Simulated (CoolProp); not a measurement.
Carbon monoxide along the isotherm 104.9 K: density (kg/m³) from the reference equation and from simpler models built on Tc = 132.9 K, pc = 3.498 MPa, ω = 0.050; each cubic takes its own stable root.

The numbers come from the reference Helmholtz-energy equation of state, Lemmon 2006 in CoolProp. It is a short technical equation, of lower accuracy than the large ones.

```json
[
 {"p (MPa)": "0.111", "phase": "gas", "reference": "3.642"},
 {"p (MPa)": "0.187", "phase": "gas", "reference": "6.232"},
 {"p (MPa)": "0.315", "phase": "gas", "reference": "10.79"},
 {"p (MPa)": "0.532", "phase": "gas", "reference": "19.22"},
 {"p (MPa)": "0.897", "phase": "liquid", "reference": "679.1"},
 {"p (MPa)": "1.51", "phase": "liquid", "reference": "682.6"},
 {"p (MPa)": "2.56", "phase": "liquid", "reference": "688.4"},
 {"p (MPa)": "4.31", "phase": "liquid", "reference": "697.2"},
 {"p (MPa)": "7.28", "phase": "liquid", "reference": "710.2"},
 {"p (MPa)": "12.3", "phase": "liquid", "reference": "728.6"},
 {"p (MPa)": "20.7", "phase": "liquid", "reference": "753.2"},
 {"p (MPa)": "35", "phase": "liquid", "reference": "785.0"}
]
```

How far does each simpler model (van der Waals, Redlich-Kwong) lie from the reference over these 12 states: mean and median of the absolute difference, and the worst?


- van der Waals: mean 25.1 %, median 27.0 %, worst -95.0 % at 104.9 K and 0.897 MPa
- Redlich-Kwong: mean 1.1 %, median 0.9 %, worst -3.2 % at 104.9 K and 0.897 MPa

At some of these states van der Waals gives the other phase, because its saturation line lies elsewhere.
